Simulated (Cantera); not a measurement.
Cantera with NASA thermochemical tables; ideal gases at 1 bar, condensed phases pure. Values are per mole of reaction as written; species without (g) are pure solids or liquids, kept so even where they would boil at 1 bar.

Between 573 and 673 K, where is each reaction favourable under standard conditions?
- 11 N(g) + P4O10 + 6 H2O2(g) → 11 NO2(g) + 4 PH3(g)


- 11 N(g) + P4O10 + 6 H2O2(g) → 11 NO2(g) + 4 PH3(g): ΔG° is -1051 kJ at 573 K and -1055 kJ at 673 K; it stays negative (K > 1). ΔH° is -1034 kJ and ΔS° 32 J/K at 673 K.
